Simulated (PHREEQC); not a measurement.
Consider water at 25 °C with 0.28 mol KOH, 0.03 mol BaCl2 and 0.046 mol NaCl per kg of water. Closed to the air; pH follows from the charge balance.

Equilibrium calculation in PHREEQC: Pitzer model, pitzer.dat.

Precipitation was switched off in this run.

Task: Estimate the pH, osmotic coefficient.

Result: pH 13.30; osmotic coefficient 0.913.

Species that the database lacks are ignored.
